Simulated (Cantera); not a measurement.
A closed system holds: 1 mol MgCO3, 0.022 mol CO2, at 1550 K.

Equilibrium computed with Cantera from the NASA thermochemical tables; the gas is ideal and each condensed phase is pure. Candidate condensed phases: C, Mg, MgCO3, MgO; 15 gas species. Kinetics and transport are ignored.

At 10.0 Pa, list the 4 most abundant gas species with their mole fractions, and the condensed phases.

CO2 0.981, CO 0.0126, O2 0.00624, O 6.18e-5. Condensed: MgO(s).
